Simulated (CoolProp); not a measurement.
A Linde-Hampson liquefier for ethylene: isothermal reversible compression at 320 K from 1 atm to 30 MPa, throttling to 1 atm, return gas leaving the recuperator 10 K below the feed. Each further row changes one setting.

Values from CoolProp's reference Helmholtz-energy equation of state, Smukala 2000.

| case | liquid yield per pass | compression work (kJ/kg of gas) |
|---|---|---|
| as stated | (withheld) | 444 |
| high pressure 60 MPa | 0.396 | (withheld) |
| warm-end temperature 350 K | (withheld) | (withheld) |
| warm-end gap 15 K | (withheld) | 444 |

Question: What belongs in the gaps?

Answer: 
- as stated, liquid yield per pass: 0.416
- high pressure 60 MPa, compression work (kJ/kg of gas): 513
- warm-end temperature 350 K, liquid yield per pass: 0.342
- warm-end temperature 350 K, compression work (kJ/kg of gas): 512
- warm-end gap 15 K, liquid yield per pass: 0.409
